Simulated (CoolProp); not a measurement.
Aqueous ethylene glycol as a coolant, at 32 °C, 1 atm.

The numbers come from the Melinder's fits for secondary coolants in CoolProp.

| mass % | freezing point (°C) | viscosity (mPa s) | density (kg/m³) | cp (kJ/(kg K)) | Prandtl number |
|---|---|---|---|---|---|
| 3.4 | -1.1 | 0.820 | 998.9 | 4.136 | 5.64 |
| 7.9 | -2.6 | 0.904 | 1005 | 4.081 | 6.37 |
| 12.4 | -4.3 | 1.01 | 1010 | 4.024 | 7.27 |
| 16.9 | -6.3 | 1.12 | 1016 | 3.963 | 8.33 |
| 21.4 | -8.7 | 1.26 | 1022 | 3.897 | 9.53 |
| 25.9 | -11.6 | 1.41 | 1027 | 3.824 | 10.9 |
| 30.4 | -14.9 | 1.57 | 1033 | 3.746 | 12.4 |
| 34.9 | -18.7 | 1.76 | 1039 | 3.664 | 14.1 |
| 39.4 | -23.2 | 1.97 | 1045 | 3.579 | 16.1 |
| 43.9 | -28.2 | 2.20 | 1051 | 3.492 | 18.4 |
